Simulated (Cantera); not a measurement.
An isothermal, constant-pressure homogeneous reactor starts with H₂ : O₂ = 0.066 : 1 (molar parts), equivalence ratio 0.033, at 1398 K and 12.0 Torr.

Computed with Cantera and the H2/O2 subset of GRI-Mech 3.0, which has no nitrogen chemistry. Radical loss at walls, strong at low pressure, is not modelled. The temperature is held fixed by assumption; the heat of reaction is taken as removed at once.

x: mole fraction; the columns are a selection and need not sum to one.

| t (s) | x H₂ | x O₂ | x H₂O | x OH | x O | x H |
|---|---|---|---|---|---|---|
| 3.00e-5 | 0.0619 | 0.938 | 7.98e-9 | 2.37e-8 | 2.56e-8 | 2.99e-8 |
| 9.49e-5 | 0.0619 | 0.938 | 1.77e-7 | 1.76e-7 | 2.08e-7 | 1.20e-7 |
| 0.000300 | 0.0619 | 0.938 | 1.21e-5 | 6.93e-6 | 8.47e-6 | 4.06e-6 |
| 0.000949 | 0.00930 | 0.896 | 0.0418 | 0.0110 | 0.0310 | 0.0105 |
| 0.00300 | 0.00122 | 0.889 | 0.0533 | 0.00697 | 0.0420 | 0.00797 |
| 0.00949 | 0.00107 | 0.895 | 0.0547 | 0.00657 | 0.0364 | 0.00647 |
| 0.0300 | 0.000735 | 0.909 | 0.0576 | 0.00548 | 0.0240 | 0.00351 |
| 0.0949 | 0.000278 | 0.926 | 0.0611 | 0.00340 | 0.00874 | 0.000777 |
| 0.300 | ? | 0.934 | 0.0630 | ? | ? | ? |
| 0.949 | ? | 0.936 | 0.0636 | ? | ? | ? |
| 3.00 | 1.22e-6 | 0.936 | 0.0638 | 0.000227 | 3.73e-5 | 2.19e-7 |
| 9.49 | 3.21e-7 | 0.936 | 0.0638 | 0.000117 | 9.85e-6 | 2.98e-8 |
| 30.0 | 2.31e-7 | 0.936 | 0.0638 | 9.89e-5 | 7.08e-6 | 1.81e-8 |

Problem. What belongs in the gaps?

Solution. 
- 0.300, x H₂: 5.14e-5
- 0.300, x OH: 0.00147
- 0.300, x O: 0.00158
- 0.300, x H: 6.03e-5
- 0.949, x H₂: 7.30e-6
- 0.949, x OH: 0.000555
- 0.949, x O: 0.000224
- 0.949, x H: 3.21e-6
